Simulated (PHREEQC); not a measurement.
Dissolve 0.225 mol/kgw CdCl2, 0.00069 mol/kgw KCl and 0.015 mol/kgw FeSO4 at 80 °C. Closed to the air; pH follows from the charge balance.

Computed with PHREEQC (ion-association model, phreeqc.dat).

The pH is 5.06 and the ionic strength is 0.255 mol/kgw. The activity of water is 0.993. The density comes out as 1.007 g/cm³.

```
species     molality  activity   log γ
----------  --------  --------  ------
Cl-            0.180     0.121  -0.174
CdCl+          0.130    0.0922  -0.148
CdCl2         0.0520    0.0552   0.026
Cd+2          0.0267   0.00683  -0.592
Fe+2          0.0120   0.00322  -0.570
CdCl3-        0.0119   0.00847  -0.148
SO4-2        0.00772   0.00180  -0.633
CdSO4        0.00444   0.00471   0.026
FeSO4        0.00227   0.00241   0.026
FeCl+       0.000757  0.000538  -0.148
K+          0.000672  0.000447  -0.177
Cd(SO4)2-2  0.000273   6.99e-5  -0.592
KSO4-        1.80e-5   1.27e-5  -0.150
H+           1.12e-5   8.63e-6  -0.114
CdOHCl       1.11e-5   1.18e-5   0.026
```

Precipitation was switched off in this run. Species that the database lacks are ignored. Away from 25 °C the constants follow the database's enthalpies or fits; those with neither stay at their 25 °C values.
